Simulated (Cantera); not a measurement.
A closed system holds: 1 mol PbO, 0.29 mol O₂, 88 mol H₂, held at 977 °C and 260 Pa.

These are equilibrium values from Cantera (NASA tables, ideal gas, pure condensed phases), not measurements of a reactor. Rates play no part.

| species | before | after |
|---|---|---|
| H₂ | 0.971 | 0.976 |
| H₂O | 0.0178 | 0.0132 |
| Pb | 0.0112 | 0.0112 |
Gas species are given as mole fractions.

Question: Which change was made?
A. O₂ from 0.29 to 0.088 mol
B. temperature from 977 °C to 550 °C
C. PbO replaced by Pb
D. O₂ from 0.29 to 1.8 mol

Answer: A, O₂ from 0.29 to 0.088 mol
